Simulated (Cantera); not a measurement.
Standard-state values (1 bar) from the NASA 1993 polynomials, evaluated with Cantera. Values are per mole of reaction as written; species without (g) are pure solids or liquids, kept so even where they would boil at 1 bar. TaC: taken at fixed stoichiometry.

CO2(g) + 9 TaO2(g) = 4 Ta2O5 + TaC

```tsv
T (K)	ΔH° (kJ)	ΔS° (J/K)	ΔG° (kJ)	log10 K
875	?	?	?	?
1075	-5976.8	-1884.8	-3950.6	191.96
1275	-5929.6	-1844.5	-3577.8	146.57
1475	-5880.1	-1808.6	-3212.5	113.76
1675	-5828.9	-1776.0	-2854.1	89.00
1875	?	?	?	?
```

Task: Fill in the missing entries.

Result: 
- 875, ΔH° (kJ): -6021.4
- 875, ΔS° (J/K): -1930.7
- 875, ΔG° (kJ): -4332.1
- 875, log10 K: 258.61
- 1875, ΔH° (kJ): -5776.1
- 1875, ΔS° (J/K): -1746.2
- 1875, ΔG° (kJ): -2501.9
- 1875, log10 K: 69.70
